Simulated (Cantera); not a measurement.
An isothermal, constant-pressure homogeneous reactor starts with C3H8 : H2 = 1 : 66 (molar parts), at 1775 K and 0.195 Torr. Integrator tolerance rtol = 1e-08.

Detailed kinetics in Cantera: GRI-Mech 3.0 (53 species, 325 reactions). GRI-Mech 3.0 was tuned for natural gas; its chemistry of propane as a main component is partial and can be far from experiment. GRI-Mech 3.0 stops at C3 and has no aromatics, soot or wall deposition, so with more carbon than oxygen in the feed, carbon stays in small species such as C2H2 where larger ones or solid carbon would form. Radical loss at walls, strong at low pressure, is not modelled.

Q: What does this change do: 0.36 parts H2O added?

A: 
```
quantity                                           before                                    after
----------------  ---------------------------------------  ---------------------------------------
x(C3H8) at 200 s    <1e-12 (gas-phase equilibrium <1e-12)    <1e-12 (gas-phase equilibrium <1e-12)
x(H2) at 200 s        0.969 (gas-phase equilibrium 0.961)      0.967 (gas-phase equilibrium 0.959)
x(C2H6) at 200 s  6.12e-11 (gas-phase equilibrium <1e-12)  8.56e-10 (gas-phase equilibrium <1e-12)
x(CH3) at 200 s   2.06e-5 (gas-phase equilibrium 9.25e-7)  7.13e-5 (gas-phase equilibrium 8.62e-7)
x(C2H) at 200 s   1.63e-6 (gas-phase equilibrium 3.08e-6)  1.31e-6 (gas-phase equilibrium 2.68e-6)
x(C2H2) at 200 s    0.0213 (gas-phase equilibrium 0.0212)    0.0192 (gas-phase equilibrium 0.0185)
```

Q: What does this change do: temperature 1775 to 1150 K?

A: 
```json
[
 {"quantity": "x(C3H8) at 200 s", "before": "<1e-12 (gas-phase equilibrium <1e-12)", "after": "1.05e-11 (gas-phase equilibrium <1e-12)"},
 {"quantity": "x(H2) at 200 s", "before": "0.969 (gas-phase equilibrium 0.961)", "after": "0.970 (gas-phase equilibrium 0.976)"},
 {"quantity": "x(C2H6) at 200 s", "before": "6.12e-11 (gas-phase equilibrium <1e-12)", "after": "6.56e-7 (gas-phase equilibrium 9.61e-9)"},
 {"quantity": "x(CH3) at 200 s", "before": "2.06e-5 (gas-phase equilibrium 9.25e-7)", "after": "5.50e-7 (gas-phase equilibrium 3.61e-7)"},
 {"quantity": "x(C2H) at 200 s", "before": "1.63e-6 (gas-phase equilibrium 3.08e-6)", "after": "<1e-12 (gas-phase equilibrium 9.92e-12)"},
 {"quantity": "x(C2H2) at 200 s", "before": "0.0213 (gas-phase equilibrium 0.0212)", "after": "0.00350 (gas-phase equilibrium 0.0193)"}
]
```
